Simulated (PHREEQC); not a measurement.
Acid rinse or clean (model solution)

Solution (25 °C): 0.11 mol HF and 0.00013 mol KCl per kg of water. Closed to the air; pH follows from the charge balance.

Computed with PHREEQC (ion-association model, phreeqc.dat).

Each row changes one thing in this solution. Precipitation was switched off in this run.

```
case                                    pH  ionic strength (mol/kgw)  SI of Sylvite (KCl)
------------------------------------  ----  ------------------------  -------------------
as made                               2.02                    0.0105                -8.77
0.072 mol/kgw NaHF2 added                ?                    0.0743                -8.88
KCl from 0.00013 to 0.000195 mol/kgw  2.02                         ?                -8.41
KCl from 0.00013 to 6.5e-05 mol/kgw   2.02                    0.0105                -9.37
0.057 mol/kgw CdBr2 added             2.00                    0.0837                -9.04
0.009 mol/kgw TMAH added              2.23                    0.0157                -8.78
diluted 100-fold with water           3.24                  0.000597               -12.70
HF left out                           7.00                  0.000130                -8.68
```

Problem. What belongs in the gaps?

Solution. 
- 0.072 mol/kgw NaHF2 added, pH: 2.55
- KCl from 0.00013 to 0.000195 mol/kgw, ionic strength (mol/kgw): 0.0106
